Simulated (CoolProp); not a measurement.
n-hexane at several states: Z from the reference equation and from simpler models built on Tc = 507.8 K, pc = 3044 kPa, ω = 0.300; each cubic takes its own stable root.

The numbers come from the reference Helmholtz-energy equation of state, Thol 2019 in CoolProp.

| T (K) | p (kPa) | phase | reference | van der Waals | Redlich-Kwong | Soave-Redlich-Kwong | Peng-Robinson |
|---|---|---|---|---|---|---|---|
| 267.3 | 12.4 | liquid | 0.0007048 | 0.9947 | 0.9919 | 0.0007856 | 0.0006980 |
| 319.5 | 8590 | liquid | 0.4317 | 0.7011 | 0.4891 | 0.4749 | 0.4221 |
| 207.6 | 5640 | liquid | 0.3823 | 0.6492 | 0.4397 | 0.4331 | 0.3865 |

At some of these states van der Waals, Redlich-Kwong gives the other phase, because its saturation line lies elsewhere.
